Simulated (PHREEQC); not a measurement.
Dissolve 1 mol/kgw KOH, 0.03 mol/kgw BaCl2 and 0.094 mol/kgw NaCl at 25 °C and 50 atm. Closed to the air; pH follows from the charge balance.

All values are PHREEQC results (Pitzer model, pitzer.dat), not measurements.

This is a speciation only: nothing precipitates in the calculation.

**Question.** Predict the pH, activity of water, density.

**Answer.** pH 13.90; activity of water 0.961; density 1.055 g/cm³.

Species that the database lacks are ignored. In brines, pH and single-ion activities rest on the MacInnes convention. Under pressure, the constants of complexes without a molar volume in the database are unreliable.
